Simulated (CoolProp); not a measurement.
Vapour pressure (kPa) of cis-2-butene: the reference equation beside estimates from Tc = 435.8 K, pc = 4236 kPa, ω = 0.202. Clausius-Clapeyron is anchored at 231.1 K with a constant enthalpy of vaporisation of 25.59 kJ/mol.

Values from CoolProp's reference Helmholtz-energy equation of state, Lemmon 2005. It is a short technical equation, of lower accuracy than the large ones.

```json
[
 {"T (K)": "219.9", "reference": "5.865", "Lee-Kesler": "5.718", "Clausius-Clapeyron": "5.941", "van der Waals": "125.3", "Redlich-Kwong": "10.87", "Soave-Redlich-Kwong": "5.835", "Peng-Robinson": "6.251"},
 {"T (K)": "231.1", "reference": "11.71", "Lee-Kesler": "11.43", "Clausius-Clapeyron": "11.71", "van der Waals": "173.6", "Redlich-Kwong": "20.89", "Soave-Redlich-Kwong": "11.62", "Peng-Robinson": "12.25"},
 {"T (K)": "242.3", "reference": "21.69", "Lee-Kesler": "21.24", "Clausius-Clapeyron": "21.67", "van der Waals": "233.8", "Redlich-Kwong": "37.22", "Soave-Redlich-Kwong": "21.52", "Peng-Robinson": "22.37"},
 {"T (K)": "253.6", "reference": "37.89", "Lee-Kesler": "37.27", "Clausius-Clapeyron": "38.16", "van der Waals": "307.9", "Redlich-Kwong": "62.51", "Soave-Redlich-Kwong": "37.61", "Peng-Robinson": "38.67"},
 {"T (K)": "264.8", "reference": "62.37", "Lee-Kesler": "61.65", "Clausius-Clapeyron": "63.76", "van der Waals": "395.9", "Redlich-Kwong": "99.02", "Soave-Redlich-Kwong": "61.99", "Peng-Robinson": "63.14"},
 {"T (K)": "276", "reference": "97.99", "Lee-Kesler": "97.31", "Clausius-Clapeyron": "102.2", "van der Waals": "499.6", "Redlich-Kwong": "149.9", "Soave-Redlich-Kwong": "97.57", "Peng-Robinson": "98.63"},
 {"T (K)": "287.2", "reference": "147.9", "Lee-Kesler": "147.4", "Clausius-Clapeyron": "157.9", "van der Waals": "620.0", "Redlich-Kwong": "218.1", "Soave-Redlich-Kwong": "147.6", "Peng-Robinson": "148.2"},
 {"T (K)": "298.4", "reference": "215.4", "Lee-Kesler": "215.6", "Clausius-Clapeyron": "236.0", "van der Waals": "758.4", "Redlich-Kwong": "306.9", "Soave-Redlich-Kwong": "215.5", "Peng-Robinson": "215.4"},
 {"T (K)": "309.6", "reference": "304.3", "Lee-Kesler": "305.4", "Clausius-Clapeyron": "342.8", "van der Waals": "915.8", "Redlich-Kwong": "419.5", "Soave-Redlich-Kwong": "305.3", "Peng-Robinson": "303.9"}
]
```

Absolute difference from the reference over all 9 rows, mean and median: Lee-Kesler 1.2 and 1.2 %, Clausius-Clapeyron 4.2 and 2.2 %, van der Waals 758.5 and 534.8 %, Redlich-Kwong 60.0 and 58.8 %, Soave-Redlich-Kwong 0.5 and 0.5 %, Peng-Robinson 2.1 and 1.2 %.
